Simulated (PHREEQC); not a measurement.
A column of 0.1 m (30 cells, dispersivity 0.005 m, 3600 s a shift, diffusion coefficient 3e-10 m²/s) holds 0.0056 eq of the database's cation exchanger X per kg of pore water, first in equilibrium with 0.68 mmol/kgw NH4Cl and 0.01 mmol/kgw HCl. It is flushed with 1.8 mmol/kgw MnCl2, 2.2 mmol/kgw PbCl2 and 0.01 mmol/kgw HCl, at 25 °C. Values are for the last cell. CO2 from the air is kept out. No solid was allowed to form.

Computed with PHREEQC (ion-association model, phreeqc.dat).

| pore volumes | Mn in solution (mol/kgw) | Pb in solution (mol/kgw) | NH4 in solution (mol/kgw) | Cl in solution (mol/kgw) |
|---|---|---|---|---|
| 0 | 0 | 0 | 0.000680 | 0.000690 |
| 0.15 | 0 | 0 | 0.000680 | 0.000690 |
| 0.2833 | 0 | 0 | 0.000680 | 0.000690 |
| 0.55 | 0 | 0 | 0.000983 | 0.000993 |
| 0.6833 | 0 | 0 | 0.00178 | 0.00179 |
| 0.8167 | 0 | 0 | 0.00301 | ? |
| 1.083 | 1.93e-12 | 0 | 0.00550 | 0.00551 |
| 1.217 | 7.26e-9 | 1.26e-13 | 0.00639 | 0.00640 |
| 1.35 | 4.92e-6 | 2.17e-9 | 0.00699 | 0.00701 |
| 1.483 | ? | 5.65e-6 | 0.00630 | 0.00741 |
| 1.617 | 0.00174 | 0.000154 | 0.00386 | 0.00766 |
| 1.883 | 0.00226 | 0.00102 | 0.00132 | 0.00790 |
| 2.017 | 0.00219 | 0.00139 | ? | 0.00795 |
| 2.15 | 0.00210 | 0.00166 | 0.000446 | 0.00797 |
| 2.417 | 0.00196 | 0.00196 | 0.000150 | 0.00800 |
| 2.55 | 0.00191 | 0.00204 | 8.74e-5 | 0.00800 |
| 2.683 | 0.00188 | 0.00210 | 5.08e-5 | 0.00801 |
| 2.817 | 0.00185 | 0.00213 | 2.95e-5 | 0.00801 |
| 2.95 | 0.00184 | 0.00215 | 1.71e-5 | 0.00801 |
| 3.217 | ? | 0.00218 | 5.78e-6 | 0.00801 |
| 3.35 | 0.00181 | 0.00219 | 3.36e-6 | 0.00801 |
| 3.483 | 0.00181 | 0.00219 | 1.95e-6 | 0.00801 |
| 3.75 | 0.00180 | 0.00220 | 6.59e-7 | 0.00801 |
| 3.883 | 0.00180 | 0.00220 | 3.83e-7 | 0.00801 |
| 4.017 | 0.00180 | 0.00220 | 2.22e-7 | 0.00801 |

Task: What belongs in the gaps?

Result: 
- 0.8167, Cl in solution (mol/kgw): 0.00302
- 1.483, Mn in solution (mol/kgw): 0.000546
- 2.017, NH4 in solution (mol/kgw): 0.000769
- 3.217, Mn in solution (mol/kgw): 0.00182

Complexes and solids missing from the database can't appear.
